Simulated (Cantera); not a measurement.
Thermodynamics of fluorocarbon and chlorocarbon gases, feed c-C4F8 + HCl + H2

A closed system holds: 1 mol c-C4F8, a varied amount of HCl, 1.5 mol H2, equilibrated at 1748 K and 13.3 mbar.

Equilibrium computed with Cantera from the NASA thermochemical tables; the gas is ideal and each condensed phase is pure. Candidate condensed phases: C, C6H6, C7H8, C8H18; 118 gas species. The feed counts by its element totals alone. Gases not in the tables: C2F6 and larger saturated fluorocarbons. Equilibrium is a limit: real reactors are often held back by kinetics, nucleation or transport.

```json
[
 {"n(HCl) (mol)": "0.011", "x HF": "0.703", "x CF4": "0.288", "x Cl": "0.00234", "x CF2": "0.00472", "x HCl": "0.000201", "x F": "0.00135", "x CF3": "0.000476", "x Cl2": "1.21e-6", "n C(graphite)": "2.74"},
 {"n(HCl) (mol)": "0.038", "x HF": "0.701", "x CF4": "0.284", "x Cl": "0.00799", "x CF2": "0.00468", "x HCl": "0.000688", "x F": "0.00135", "x CF3": "0.000471", "x Cl2": "1.41e-5", "n C(graphite)": "2.75"},
 {"n(HCl) (mol)": "0.066", "x HF": "0.699", "x CF4": "0.279", "x Cl": "0.0137", "x CF2": "0.00464", "x HCl": "0.00118", "x F": "0.00134", "x CF3": "0.000465", "x Cl2": "4.15e-5", "n C(graphite)": "2.76"},
 {"n(HCl) (mol)": "0.094", "x HF": "0.698", "x CF4": "0.275", "x Cl": "0.0193", "x CF2": "0.00461", "x HCl": "0.00166", "x F": "0.00134", "x CF3": "0.000460", "x Cl2": "8.19e-5", "n C(graphite)": "2.76"},
 {"n(HCl) (mol)": "0.12", "x HF": "0.696", "x CF4": "0.271", "x Cl": "0.0243", "x CF2": "0.00457", "x HCl": "0.00210", "x F": "0.00133", "x CF3": "0.000454", "x Cl2": "0.000130", "n C(graphite)": "2.77"},
 {"n(HCl) (mol)": "0.15", "x HF": "0.695", "x CF4": "0.266", "x Cl": "0.0300", "x CF2": "0.00453", "x HCl": "0.00260", "x F": "0.00132", "x CF3": "0.000449", "x Cl2": "0.000198", "n C(graphite)": "2.78"},
 {"n(HCl) (mol)": "0.18", "x HF": "0.693", "x CF4": "0.261", "x Cl": "0.0355", "x CF2": "0.00449", "x HCl": "0.00308", "x F": "0.00132", "x CF3": "0.000443", "x Cl2": "0.000278", "n C(graphite)": "2.78"}
]
```
x: gas mole fraction; n: condensed amount in mol.

From 0.011 mol HCl to 0.18 mol HCl the condensed part is C(graphite). The main C-bearing gas is CF4 throughout.
